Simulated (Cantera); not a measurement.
A closed system holds: 1 mol V, 15 mol N₂, at 2525 °C and 0.610 bar.

Equilibrium computed with Cantera from the NASA thermochemical tables; the gas is ideal and each condensed phase is pure. Candidate condensed phases: V, VN; 4 gas species. Condensed phases not in the tables: V₂N, N, O or C dissolved in the metal. Kinetics and transport are ignored.

Base state: N₂ 0.986, V 0.0143, VN 1.74e-5 (mole fractions); condensed: V(l).

Q: What changes in the equilibrium state with this change: temperature from 2525 °C to 1877 °C?

A: 
```
species      before    after
----------  -------  -------
N₂            0.986    1.000
V            0.0143  4.19e-6
VN          1.74e-5  5.19e-9
V(l), mol     0.782        0
VN(s), mol        0    1.000
```
VN: taken at fixed stoichiometry. Condensed phases not in the tables: V₂N.
